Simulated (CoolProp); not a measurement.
Saturation properties of R1234ze(Z).

Values from CoolProp's reference Helmholtz-energy equation of state, Akasaka 2019.

```tsv
T (°C)	p (bar)	vapour density (kg/m³)	enthalpy of vaporisation (kJ/kg)	surface tension (mN/m)
23.45	1.682	8.365	207.2	13.0
31.75	2.228	10.95	202.0	___
40.05	2.903	___	196.6	10.9
48.35	3.726	18.05	190.8	9.94
56.75	4.730	22.87	184.6	___
65.05	5.912	28.63	178.1	7.99
73.35	7.306	35.57	171.1	7.05
81.65	8.935	43.95	163.5	6.13
89.95	10.82	54.08	155.4	___
98.25	13.00	66.38	___	4.37
106.65	15.52	81.66	136.4	3.52
114.95	18.37	100.5	125.4	2.72
123.25	21.59	124.5	112.6	1.96
```

Q: Complete the blanks.

A: 
- 31.75, surface tension (mN/m): 12.0
- 40.05, vapour density (kg/m³): 14.15
- 56.75, surface tension (mN/m): 8.95
- 89.95, surface tension (mN/m): 5.24
- 98.25, enthalpy of vaporisation (kJ/kg): 146.4

It boils at 9.7 °C under 1 atm.

Surface tension comes from a separate correlation (Kondou 2015).
